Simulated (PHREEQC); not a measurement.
Dissolve 0.19 mol NH4HF2, 0.0024 mol H2SiF6, 0.00038 mol H3BO3 and 0.081 mol HCl per kg of water at 25 °C. Closed to the air; pH follows from the charge balance.

Computed with PHREEQC (ion-association model, phreeqc.dat).

```json
[
 {"quantity": "pH", "before": "2.43", "after": "2.10"},
 {"quantity": "ionic strength (mol/kgw)", "before": "0.197", "after": "0.224"},
 {"quantity": "HF (mol/kgw)", "before": "0.221", "after": "0.272"},
 {"quantity": "F- (mol/kgw)", "before": "0.0590", "after": "0.0347"},
 {"quantity": "BF3OH- (mol/kgw)", "before": "5.99e-7", "after": "4.82e-7"},
 {"quantity": "SI of Quartz (SiO2)", "before": "-11.34", "after": "-10.26"}
]
```

Task: Name the change that produced these shifts.
A) temperature from 25 to 50 °C
B) H2SiF6 from 0.0024 to 0.024 mol/kgw
C) H2SiF6 replaced by (NH4)2SiF6 at the same molality
D) H3BO3 replaced by NH4BF4 at the same molality
E) temperature from 25 to 5 °C

Result: B, H2SiF6 from 0.0024 to 0.024 mol/kgw

Precipitation was switched off in this run. SiF6-2 is the database's only silicon fluoride. Real BF4- forms and hydrolyses slowly; the run takes it at equilibrium.
